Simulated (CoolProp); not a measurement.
The numbers come from the reference Helmholtz-energy equation of state, Lemmon 2006 in CoolProp. It is a short technical equation, of lower accuracy than the large ones.

For carbon monoxide, give the phase and the cp (kJ/(kg K)), cv (kJ/(kg K)), speed of sound (m/s) at 416 K and 17.4 kPa.


- 416 K and 17.4 kPa: gas; cp 1.05, cv 0.753, speed of sound 415
